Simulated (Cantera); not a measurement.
**Thermodynamics of oxide etching and cleaning by halides, feed B2O3 + Cl2**

Input: 1 mol B2O3, a varied amount of Cl2, at 10.0 mbar.

Method: chemical equilibrium by Gibbs-energy minimisation in Cantera with the NASA 1993 tables (ideal gas, pure condensed phases). Candidate condensed phases: B, B2O3; 18 gas species. The tables' values for BCl2 are old estimates. Kinetics and transport are ignored.

Stable condensed phases:

```
T in K \ n(Cl2) in mol
         6.2  10  14  18  22  25  29  33  37  41  45  48
   1873    A   A   A   A   A   A   A   A   A   A   A   A
   1773    A   A   A   A   A   A   A   A   A   A   A   A
   1673    B   A   A   A   A   A   A   A   A   A   A   A
   1573    B   B   B   B   B   B   B   A   A   A   A   A
   1473    B   B   B   B   B   B   B   B   B   B   B   B
   1373    B   B   B   B   B   B   B   B   B   B   B   B
   1273    B   B   B   B   B   B   B   B   B   B   B   B
   1173    B   B   B   B   B   B   B   B   B   B   B   B
   1073    B   B   B   B   B   B   B   B   B   B   B   B
    973    B   B   B   B   B   B   B   B   B   B   B   B
    873    B   B   B   B   B   B   B   B   B   B   B   B
```

A: gas only; B: B2O3.
